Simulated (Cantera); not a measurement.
Charge: 1 mol HI, 3.8 mol H2, 17 mol N2, 0.35 mol O2, equilibrated at 1000 Pa.

Cantera equilibrium calculation (NASA polynomials, part measured and part estimated; ideal gas, pure solids and liquids). Candidate condensed phases: H2O, I2; 27 gas species. Rates play no part. All values below are at 2948 K.

Base state: N2 0.649, H 0.251, I 0.0382, H2 0.0350, O 0.0183, OH 0.00414, H2O 0.00181, NO 0.00172 (mole fractions); condensed: gas only.

Q: What changes in the equilibrium state with this change: HI replaced by H2S?

A: 
```tsv
species	before	after
N2	0.649	0.632
H	0.251	0.269
H2	0.0350	0.0403
I	0.0382	0
S	0	0.0313
O	0.0183	0.0144
SO	0	0.00446
SH	0	0.000857
```
Further candidate phases: H2SO4, S.

Q: What changes in the equilibrium state with this change: N2 from 17 to 0.62 mol?

A: 
```tsv
species	before	after
H	0.251	0.563
H2	0.0350	0.176
I	0.0382	0.113
N2	0.649	0.0695
H2O	0.00181	0.0186
OH	0.00414	0.0189
O	0.0183	0.0374
HI	8.07e-5	0.000534
O2	0.000377	0.00156
```
